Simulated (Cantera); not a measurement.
Charge: 1 mol FeS2, 0.42 mol SO2, 1.7 mol H2O, at 1100 °C and 0.120 bar.

These are equilibrium values from Cantera (NASA tables, ideal gas, pure condensed phases), not measurements of a reactor. Candidate condensed phases: Fe, FeO, Fe(OH)2, Fe(OH)3, FeS, FeSO4, FeS2, Fe2O3, Fe2(SO4)3, Fe3O4, H2O, H2SO4, S; 22 gas species. FeS: taken at fixed stoichiometry. Rates play no part.

Base state: H2O 0.574, SO2 0.195, S2 0.151, H2 0.0381, H2S 0.0364, S2O 0.00323, SO 0.00163, SH 0.000707 (mole fractions); condensed: FeS(s).

Problem. What changes in the equilibrium state with this change: temperature from 1100 °C to 1252 °C?

Solution. 
```csv
species,before,after
H2O,0.574,0.548
SO2,0.195,0.202
S2,0.151,0.147
H2,0.0381,0.0652
H2S,0.0364,0.0279
H,1.88e-6,1.74e-5
S,9.12e-6,5.99e-5
"FeS(s), mol",1.000,0
"FeS(l), mol",0,1.000
```

Problem. What changes in the equilibrium state with this change: temperature from 1100 °C to 927 °C?

Solution. 
```
species        before     after
-----------  --------  --------
H2O             0.574     0.589
SO2             0.195     0.193
S2              0.151     0.149
H2             0.0381    0.0165
H2S            0.0364    0.0491
SO            0.00163  0.000349
SH           0.000707  0.000181
S2O           0.00323   0.00334
FeS(s), mol     1.000      1.00
```
Gases not in the tables: S3 to S7.
